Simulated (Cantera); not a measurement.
Cantera run:

```python
import numpy as np
import cantera as ct

gas_names = """
    AL ALCL ALCL2 ALCL3 ALH ALN AL2 AL2CL6 CL CL2 H HCL H2 N NH NH2 NH3 N2 N2H2 N2H4
""".split()
cond_names = """
    AL(cr) AL(L) ALCL3(s) ALCL3(L) ALN(s) NH4CL(a) NH4CL(b)
""".split()


# ... load() reads the species with a 1 bar reference pressure and builds the phases ...
atoms = {
    'AlN': {'AL': 1, 'N': 1},
    'HCl': {'H': 1, 'CL': 1},
    'N2': {'N': 2},
}
top_T = {'ALN(s)': 2750}  # K; cautious upper limits of use, not melting points


# ... equilibrate(T, P, feed) seeds the gas with the atoms and calls Mixture.equilibrate('TP', solver="vcs", rtol=1e-11, max_steps=5000) ...
results = []
feed = {'AlN': 1, 'HCl': 13, 'N2': 9.5}  # mol
P = 4.4  # Pa
for T in [873, 973, 1073, 1173, 1273, 1373, 1473, 1573, 1673, 1773, 1873, 1973]:
    mix = equilibrate(T, P, feed)
    results.append((T, P, feed, dict(zip(mix.species_names, mix.species_moles))))

top = {s: max(r[3][s] / sum(r[3][g] for g in gas_names) for r in results) for s in gas_names}
cols = sorted((s for s in top if top[s] > 0.001), key=lambda s: -top[s])[:5]
seen = [c for c in cond_names if any(r[3].get(c, 0) > 1e-12 for r in results)]
print("log10 of partial pressures in bar; condensed amounts in mol")
print(f"{'T/K':>10s}" + "".join(f"{s[:9]:>10s}" for s in cols + seen))
for T, P, feed, n in results:
    ng = sum(n[g] for g in gas_names)
    print(f"{T:10.4g}" + "".join(f"{np.log10(max(n[s] / ng * P / 1e5, 1e-99)):10.3f}" for s in cols)
          + "".join(f"{n.get(c, 0):10.4g}" for c in seen))
```

It prints:

```
log10 of partial pressures in bar; condensed amounts in mol
       T/K       HCL        N2        CL        H2         H
       873    -4.709    -4.709   -12.277    -5.533   -13.096
       973    -4.709    -4.709   -10.934    -5.533   -11.732
      1073    -4.709    -4.709    -9.840    -5.533   -10.620
      1173    -4.709    -4.709    -8.929    -5.533    -9.695
      1273    -4.708    -4.709    -8.159    -5.535    -8.914
      1373    -4.707    -4.710    -7.494    -5.543    -8.249
      1473    -4.701    -4.713    -6.901    -5.579    -7.687
      1573    -4.693    -4.719    -6.359    -5.649    -7.215
      1673    -4.698    -4.729    -5.903    -5.692    -6.790
      1773    -4.730    -4.741    -5.567    -5.646    -6.369
      1873    -4.792    -4.756    -5.325    -5.556    -5.968
      1973    -4.893    -4.777    -5.144    -5.490    -5.615
```

These are equilibrium values from Cantera (NASA tables, ideal gas, pure condensed phases), not measurements of a reactor. The tables' values for AlCl2 are old estimates; treat these amounts as uncertain.
